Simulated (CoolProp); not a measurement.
Vapour pressure (kPa) of propyne: the reference equation beside estimates from Tc = 129.6 °C, pc = 5658 kPa, ω = 0.204.

Computed with CoolProp (reference Helmholtz-energy equation of state, Polt 1992). This equation is an older, rougher fit; its heat capacities, sound speeds and derivatives of the liquid may be far off and weren't checked against measurements.

```csv
T (°C),reference,Lee-Kesler,van der Waals,Redlich-Kwong,Soave-Redlich-Kwong,Peng-Robinson
37.55,824.8,[?],1830,1069,840.4,[?]
42.55,940.4,956.3,1974,1203,959.9,949.0
47.65,1071,1089,2127,1350,1094,1081
52.65,1211,1232,2284,1506,1239,1224
57.75,1369,1391,2452,[?],[?],1384
62.85,1541,1564,2627,[?],1578,1558
67.85,1726,1749,2806,2057,1766,1745
72.95,1931,1954,2997,2268,1975,1951
77.95,2149,2171,[?],2489,[?],2171
```

**Question.** Complete the blanks.

**Answer.** 
- 37.55, Lee-Kesler: 838.1
- 37.55, Peng-Robinson: 831.5
- 57.75, Redlich-Kwong: 1678
- 57.75, Soave-Redlich-Kwong: 1401
- 62.85, Redlich-Kwong: 1863
- 77.95, van der Waals: 3191
- 77.95, Soave-Redlich-Kwong: 2197

Absolute difference from the reference over all 9 rows, mean and median: Lee-Kesler 1.5 and 1.6 %, van der Waals 81.6 and 79.1 %, Redlich-Kwong 22.7 and 22.6 %, Soave-Redlich-Kwong 2.2 and 2.3 %, Peng-Robinson 1.0 and 1.0 %.
